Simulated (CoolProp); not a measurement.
Sulfur dioxide along the isotherm 482.7 K: Z from the reference equation and from simpler models built on Tc = 430.6 K, pc = 7.887 MPa, ω = 0.256; each cubic takes its own stable root.

Values from CoolProp's reference Helmholtz-energy equation of state, Gao 2016.

```json
[
 {"p (MPa)": "0.111", "phase": "gas", "reference": "0.9967", "van der Waals": "0.9968", "Redlich-Kwong": "0.9966", "Soave-Redlich-Kwong": "0.9968"},
 {"p (MPa)": "0.162", "phase": "gas", "reference": "0.9952", "van der Waals": "0.9954", "Redlich-Kwong": "0.9950", "Soave-Redlich-Kwong": "0.9953"},
 {"p (MPa)": "0.238", "phase": "gas", "reference": "0.9930", "van der Waals": "0.9932", "Redlich-Kwong": "0.9926", "Soave-Redlich-Kwong": "0.9931"},
 {"p (MPa)": "0.35", "phase": "gas", "reference": "0.9897", "van der Waals": "0.9900", "Redlich-Kwong": "0.9891", "Soave-Redlich-Kwong": "0.9898"},
 {"p (MPa)": "0.514", "phase": "gas", "reference": "0.9848", "van der Waals": "0.9852", "Redlich-Kwong": "0.9840", "Soave-Redlich-Kwong": "0.9850"},
 {"p (MPa)": "0.754", "phase": "gas", "reference": "0.9776", "van der Waals": "0.9782", "Redlich-Kwong": "0.9764", "Soave-Redlich-Kwong": "0.9779"},
 {"p (MPa)": "1.11", "phase": "gas", "reference": "0.9668", "van der Waals": "0.9676", "Redlich-Kwong": "0.9651", "Soave-Redlich-Kwong": "0.9673"},
 {"p (MPa)": "1.62", "phase": "gas", "reference": "0.9511", "van der Waals": "0.9522", "Redlich-Kwong": "0.9486", "Soave-Redlich-Kwong": "0.9520"},
 {"p (MPa)": "2.38", "phase": "gas", "reference": "0.9273", "van der Waals": "0.9285", "Redlich-Kwong": "0.9235", "Soave-Redlich-Kwong": "0.9287"},
 {"p (MPa)": "3.5", "phase": "gas", "reference": "0.8908", "van der Waals": "0.8916", "Redlich-Kwong": "0.8852", "Soave-Redlich-Kwong": "0.8934"},
 {"p (MPa)": "5.14", "phase": "gas", "reference": "0.8346", "van der Waals": "0.8328", "Redlich-Kwong": "0.8259", "Soave-Redlich-Kwong": "0.8395"},
 {"p (MPa)": "7.54", "phase": "gas", "reference": "0.7453", "van der Waals": "0.7319", "Redlich-Kwong": "0.7306", "Soave-Redlich-Kwong": "0.7553"},
 {"p (MPa)": "11.1", "phase": "supercritical", "reference": "0.5956", "van der Waals": "0.5279", "Redlich-Kwong": "0.5691", "Soave-Redlich-Kwong": "0.6221"},
 {"p (MPa)": "16.2", "phase": "supercritical", "reference": "0.4374", "van der Waals": "0.4776", "Redlich-Kwong": "0.4602", "Soave-Redlich-Kwong": "0.5114"},
 {"p (MPa)": "23.8", "phase": "supercritical", "reference": "0.4728", "van der Waals": "0.5963", "Redlich-Kwong": "0.5228", "Soave-Redlich-Kwong": "0.5535"},
 {"p (MPa)": "35", "phase": "supercritical", "reference": "0.6019", "van der Waals": "0.7902", "Redlich-Kwong": "0.6601", "Soave-Redlich-Kwong": "0.6834"}
]
```
